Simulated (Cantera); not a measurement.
A freely propagating, adiabatic, planar premixed flame of H₂ : O₂ : N₂ = 1 : 0.294 : 1.12 (molar parts), equivalence ratio 1.7, unburnt at 325 K and 240 Torr; mixture-averaged transport, grid criteria slope 0.08 and curve 0.16, no radiation.

Computed with Cantera and the H2/O2 subset of GRI-Mech 3.0, which has no nitrogen chemistry. Burning velocities carry a grid error of a few per cent, more on coarse grids.

Question: How do the results move with these cheaper or finer settings: unity-Lewis-number transport; multicomponent transport; multicomponent+Soret transport; grid criteria slope 0.5, curve 1; grid criteria slope 0.25, curve 0.5; grid criteria slope 0.03, curve 0.06?

Answer: 
| setting | laminar burning velocity | thermal thickness | peak x(OH) | peak x(HO₂) | grid points |
|---|---|---|---|---|---|
| as above | 311 cm/s | 1.55 mm | 0.00574 | 0.000233 | 141 |
| unity-Lewis-number transport | 183 cm/s | 1.37 mm | 0.00566 | 0.000165 | 114 |
| multicomponent transport | 303 cm/s | 1.56 mm | 0.00572 | 0.000232 | 141 |
| multicomponent+Soret transport | 290 cm/s | 1.52 mm | 0.00577 | 0.000235 | 141 |
| grid criteria slope 0.5, curve 1 | 326 cm/s | 1.97 mm | 0.00636 | 0.000215 | 40 |
| grid criteria slope 0.25, curve 0.5 | 320 cm/s | 1.70 mm | 0.00612 | 0.000228 | 67 |
| grid criteria slope 0.03, curve 0.06 | 310 cm/s | 1.53 mm | 0.00561 | 0.000235 | 308 |
The base run took very roughly 2.0 core-seconds.
Unity Lewis numbers drop preferential diffusion, which matters most where H2 and H carry the flame; Soret adds thermal diffusion.
